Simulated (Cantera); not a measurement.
Gas mixture: 35.5 % O2, 64.5 % CO2, at 0.0132 atm, frozen composition.

Cantera's kinetic-theory transport with the Lennard-Jones parameters of GRI-Mech 3.0, ideal gas; thermal conductivity in the mixture-averaged form.

D: mixture-averaged diffusion coefficient of that species in the mixture.

```json
[
 {"T (K)": "400", "ρ (kg/m³)": "0.0159", "cp (J/kg/K)": "938.9", "μ (µPa s)": "21.4", "λ (mW/m/K)": "28.1", "Pr": "0.716", "D (cm²/s) N2": "22.0", "D (cm²/s) H2O": "24.2", "D (cm²/s) NH3": "23.6"},
 {"T (K)": "500", "ρ (kg/m³)": "0.0127", "cp (J/kg/K)": "1002", "μ (µPa s)": "___", "λ (mW/m/K)": "___", "Pr": "0.719", "D (cm²/s) N2": "___", "D (cm²/s) H2O": "___", "D (cm²/s) NH3": "___"},
 {"T (K)": "600", "ρ (kg/m³)": "0.0106", "cp (J/kg/K)": "1055", "μ (µPa s)": "___", "λ (mW/m/K)": "___", "Pr": "0.721", "D (cm²/s) N2": "___", "D (cm²/s) H2O": "___", "D (cm²/s) NH3": "___"},
 {"T (K)": "700", "ρ (kg/m³)": "0.00910", "cp (J/kg/K)": "1099", "μ (µPa s)": "33.3", "λ (mW/m/K)": "50.7", "Pr": "0.723", "D (cm²/s) N2": "58.2", "D (cm²/s) H2O": "70.6", "D (cm²/s) NH3": "67.8"},
 {"T (K)": "800", "ρ (kg/m³)": "0.00797", "cp (J/kg/K)": "1136", "μ (µPa s)": "36.8", "λ (mW/m/K)": "57.7", "Pr": "0.725", "D (cm²/s) N2": "73.1", "D (cm²/s) H2O": "90.3", "D (cm²/s) NH3": "86.4"},
 {"T (K)": "900", "ρ (kg/m³)": "0.00708", "cp (J/kg/K)": "1167", "μ (µPa s)": "40.0", "λ (mW/m/K)": "64.3", "Pr": "0.726", "D (cm²/s) N2": "89.2", "D (cm²/s) H2O": "112", "D (cm²/s) NH3": "107"}
]
```

Q: Fill in the missing entries.

A: 
- 500, μ (µPa s): 25.7
- 500, λ (mW/m/K): 35.9
- 500, D (cm²/s) N2: 32.6
- 500, D (cm²/s) H2O: 37.4
- 500, D (cm²/s) NH3: 36.2
- 600, μ (µPa s): 29.7
- 600, λ (mW/m/K): 43.4
- 600, D (cm²/s) N2: 44.7
- 600, D (cm²/s) H2O: 52.9
- 600, D (cm²/s) NH3: 51.0
